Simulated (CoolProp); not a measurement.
Computed with CoolProp (reference Helmholtz-energy equation of state, Thol 2019).

**Question.** Give the vapour pressure (kPa), vapour density (kg/m³), enthalpy of vaporisation (kJ/kg) of saturated n-pentane at 374.2, 389.2 K.

**Answer.** 
```json
[
 {"T (K)": "374.2", "p (kPa)": "607", "vapour density (kg/m³)": "16.6", "enthalpy of vaporisation (kJ/kg)": "295"},
 {"T (K)": "389.2", "p (kPa)": "837", "vapour density (kg/m³)": "23.1", "enthalpy of vaporisation (kJ/kg)": "277"}
]
```
